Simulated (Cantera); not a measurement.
An isothermal, constant-pressure homogeneous reactor starts with C2H6 : N2 = 1 : 160 (molar parts), at 1700 K and 0.00188 atm.

Detailed kinetics in Cantera: GRI-Mech 3.0 (53 species, 325 reactions). GRI-Mech 3.0 stops at C3 and has no aromatics, soot or wall deposition, so with more carbon than oxygen in the feed, carbon stays in small species such as C2H2 where larger ones or solid carbon would form. Radical loss at walls, strong at low pressure, is not modelled.

x: mole fraction; the columns are a selection and need not sum to one.

| t (s) | x C2H6 | x C2H | x HCN | x CH2 | x CH3 | x CH4 |
|---|---|---|---|---|---|---|
| 2.00e-5 | 0.00619 | <1e-12 | <1e-12 | 5.79e-12 | 3.71e-5 | 3.61e-9 |
| 6.91e-5 | 0.00615 | <1e-12 | <1e-12 | 2.80e-10 | 0.000128 | 4.30e-8 |
| 0.000239 | 0.00599 | <1e-12 | <1e-12 | 1.21e-8 | 0.000435 | 5.09e-7 |
| 0.000825 | (withheld) | <1e-12 | 1.46e-11 | (withheld) | (withheld) | (withheld) |
| 0.00285 | 0.00385 | 6.24e-10 | 8.65e-8 | 1.16e-5 | 0.00389 | 6.12e-5 |
| 0.00985 | 0.000467 | 1.19e-6 | 9.75e-6 | 3.81e-5 | 0.00458 | 0.000412 |
| 0.0340 | 8.16e-7 | 1.94e-6 | 3.93e-5 | 1.61e-5 | 0.000857 | 0.000607 |
| 0.118 | 5.61e-8 | 1.04e-6 | 5.60e-5 | 4.55e-6 | 0.000227 | 0.000395 |
| 0.406 | 1.03e-8 | 6.57e-7 | 6.61e-5 | 1.51e-6 | 9.17e-5 | 0.000243 |
| 1.40 | 2.13e-9 | 4.76e-7 | 7.44e-5 | 5.35e-7 | 4.03e-5 | 0.000144 |
| 4.85 | 4.20e-10 | 3.92e-7 | (withheld) | (withheld) | (withheld) | (withheld) |
| 16.8 | 6.13e-11 | 3.77e-7 | 9.19e-5 | 7.50e-8 | 6.69e-6 | 2.98e-5 |
| 57.9 | 3.11e-12 | 4.24e-7 | 0.000103 | 1.94e-8 | 1.52e-6 | 6.02e-6 |
| 200 | <1e-12 | 5.68e-7 | 0.000109 | 1.02e-9 | 5.92e-8 | 1.74e-7 |

Q: Fill in the missing entries.

A: 
- 0.000825, x C2H6: 0.00548
- 0.000825, x CH2: 4.69e-7
- 0.000825, x CH3: 0.00142
- 0.000825, x CH4: 5.88e-6
- 4.85, x HCN: 8.24e-5
- 4.85, x CH2: 2.01e-7
- 4.85, x CH3: 1.76e-5
- 4.85, x CH4: 7.54e-5
